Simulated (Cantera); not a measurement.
**Hydrogen reduction and annealing atmospheres: Cu2O + H2**

Input: 1 mol Cu2O, 260 mol H2, at 1.33 mbar.

Method: chemical equilibrium by Gibbs-energy minimisation in Cantera with the NASA 1993 tables (ideal gas, pure condensed phases). Candidate condensed phases: Cu, CuO, Cu(OH)2, Cu2O, H2O; 12 gas species. Equilibrium is a limit: real reactors are often held back by kinetics, nucleation or transport.

```json
[
 {"T (K)": "675", "log p H2": "-2.88", "log p H": "<-14", "log p Cu": "<-14", "log p H2O": "-5.29", "n Cu(s)": "2.00", "n Cu(l)": "0"},
 {"T (K)": "825", "log p H2": "-2.88", "log p H": "-12.54", "log p Cu": "-14.51", "log p H2O": "-5.29", "n Cu(s)": "2.00", "n Cu(l)": "0"},
 {"T (K)": "975", "log p H2": "-2.88", "log p H": "-10.38", "log p Cu": "-11.25", "log p H2O": "-5.29", "n Cu(s)": "2.00", "n Cu(l)": "0"},
 {"T (K)": "1125", "log p H2": "-2.88", "log p H": "-8.79", "log p Cu": "-8.87", "log p H2O": "-5.29", "n Cu(s)": "2.00", "n Cu(l)": "0"},
 {"T (K)": "1275", "log p H2": "-2.88", "log p H": "-7.57", "log p Cu": "-7.06", "log p H2O": "-5.29", "n Cu(s)": "1.98", "n Cu(l)": "0"},
 {"T (K)": "1425", "log p H2": "-2.88", "log p H": "-6.60", "log p Cu": "-5.66", "log p H2O": "-5.29", "n Cu(s)": "0", "n Cu(l)": "1.58"},
 {"T (K)": "1575", "log p H2": "-2.88", "log p H": "-5.82", "log p Cu": "-4.99", "log p H2O": "-5.29", "n Cu(s)": "0", "n Cu(l)": "0"},
 {"T (K)": "1725", "log p H2": "-2.88", "log p H": "-5.17", "log p Cu": "-4.99", "log p H2O": "-5.29", "n Cu(s)": "0", "n Cu(l)": "0"},
 {"T (K)": "1875", "log p H2": "-2.89", "log p H": "-4.63", "log p Cu": "-5.00", "log p H2O": "-5.30", "n Cu(s)": "0", "n Cu(l)": "0"},
 {"T (K)": "2025", "log p H2": "-2.90", "log p H": "-4.17", "log p Cu": "-5.00", "log p H2O": "-5.31", "n Cu(s)": "0", "n Cu(l)": "0"}
]
```
log p: log10 of the partial pressure in bar; n: condensed amount in mol.

From 675 K to 1275 K the condensed part is Cu(s). At 1425 K the condensed part is Cu(l). From 1575 K to 2025 K nothing is condensed.
